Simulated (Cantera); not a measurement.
Input: 1 mol SiH₄, 0.028 mol HCl, 14 mol H₂, equilibrated at 1.00 bar.

Equilibrium computed with Cantera from the NASA thermochemical tables; the gas is ideal and each condensed phase is pure. Candidate condensed phases: Si; 19 gas species. Kinetics and transport are ignored. All values below are at 875 °C.

Base state: H₂ 0.998, HCl 0.00169 (mole fractions); condensed: Si(s).

### Question
What changes in the equilibrium state with this change: HCl from 0.028 to 0.55 mol?

### Answer
```tsv
species	before	after
H₂	0.998	0.980
HCl	0.00169	0.0135
SiHCl₃	5.82e-6	0.00299
SiCl₄	4.92e-7	0.00205
SiCl₃	5.30e-7	0.000275
SiCl₂	6.30e-6	0.000407
SiH₂Cl₂	8.63e-6	0.000547
Si(s), mol	1.000	0.896
```
The tables' values for SiCl₃ are old estimates; treat these amounts as uncertain.
